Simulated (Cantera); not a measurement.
Mixture: 12.7 % CO, 0.457 % H2, 0.432 % CH4, 18.2 % O2, 68.2 % N2, equivalence ratio 0.41, at 2.10 bar, adiabatic and at constant pressure. Ignition delay is the time to a rise of 400 K.

Detailed kinetics in Cantera: GRI-Mech 3.0 (53 species, 325 reactions). Where the delays flatten at high temperature, the 400 K rule measures the pace of heat release, not the induction time.

Problem. Predict: delay at 1200 K; delay at 1350 K; delay at 1500 K; delay at 1650 K; delay at 1800 K.

Solution. 
| Item | Result |
|---|---|
| delay at 1200 K | 0.209 ms |
| delay at 1350 K | 0.104 ms |
| delay at 1500 K | 75.9 µs |
| delay at 1650 K | 66.6 µs |
| delay at 1800 K | 66.4 µs |
